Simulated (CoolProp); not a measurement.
Aqueous lithium chloride as a coolant, 24 % by mass, freezing at -62.9 °C, 1 atm.

Model: Melinder's fits for secondary coolants, in CoolProp.

| T (°C) | conductivity (W/(m K)) | density (kg/m³) | cp (kJ/(kg K)) | Prandtl number |
|---|---|---|---|---|
| -3.4 | 0.513 | 1147 | 2.996 | 28.3 |
| -0.7 | 0.516 | 1146 | 3.014 | 25.9 |
| 2 | 0.520 | 1146 | 3.033 | 23.8 |
| 4.7 | ? | 1145 | 3.051 | 21.9 |
| 7.4 | 0.527 | ? | 3.069 | 20.3 |
| 10.1 | 0.530 | 1143 | 3.087 | ? |
| 12.8 | 0.534 | 1143 | 3.105 | 17.5 |
| 15.5 | 0.537 | 1142 | 3.123 | 16.4 |
| 18.2 | ? | 1141 | 3.141 | 15.3 |
| 20.9 | 0.544 | 1140 | 3.159 | 14.4 |
| 23.6 | 0.548 | 1139 | 3.177 | 13.6 |
| 26.3 | 0.551 | 1138 | 3.194 | 12.9 |
| 29 | 0.555 | 1138 | 3.212 | 12.2 |
| 31.7 | ? | ? | 3.230 | 11.6 |

Problem. Some entries are withheld; supply them.

Solution. 
- 4.7, conductivity (W/(m K)): 0.523
- 7.4, density (kg/m³): 1144
- 10.1, Prandtl number: 18.8
- 18.2, conductivity (W/(m K)): 0.541
- 31.7, conductivity (W/(m K)): 0.558
- 31.7, density (kg/m³): 1137
